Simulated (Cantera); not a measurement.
An adiabatic, constant-pressure homogeneous reactor starts with H2 : O2 : N2 = 1 : 0.417 : 1.29 (molar parts), at 1100 K and 750000 Pa.

Computed with Cantera and GRI-Mech 3.0 (53 species, 325 reactions). The hydrogen kinetics of GRI-Mech 3.0 are dated; newer H2 mechanisms differ, most at raised pressure.

Question: Predict: time of steepest temperature rise; temperature at 0.300 s; equilibrium temperature; x(H2) at 0.300 s; x(O2) at 0.300 s; x(O) at 0.300 s; x(NO2) at 0.300 s; x(H2O2) at 0.300 s; x(N2O) at 0.300 s.

Answer: 
| Property | Value |
|---|---|
| time of steepest temperature rise | 0.719 ms |
| temperature at 0.300 s | 2967 K |
| equilibrium temperature | 2967 K |
| x(H2) at 0.300 s | 0.0854 (gas-phase equilibrium 0.0854) |
| x(O2) at 0.300 s | 0.00311 (gas-phase equilibrium 0.00311) |
| x(O) at 0.300 s | 0.00207 (gas-phase equilibrium 0.00207) |
| x(NO2) at 0.300 s | 9.18e-7 (gas-phase equilibrium 9.18e-7) |
| x(H2O2) at 0.300 s | 8.13e-7 (gas-phase equilibrium 8.13e-7) |
| x(N2O) at 0.300 s | 6.01e-7 (gas-phase equilibrium 6.01e-7) |
